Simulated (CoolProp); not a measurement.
Computed with CoolProp (reference Helmholtz-energy equation of state, Zhou 2014).

Question: For cyclohexane, give the phase and the speed of sound (m/s) at 346.85 °C and 29.2 kPa; 346.85 °C and 100 kPa; 346.85 °C and 344 kPa.

Answer: 
- 346.85 °C and 29.2 kPa: gas; speed of sound 252
- 346.85 °C and 100 kPa: gas; speed of sound 251
- 346.85 °C and 344 kPa: gas; speed of sound 247
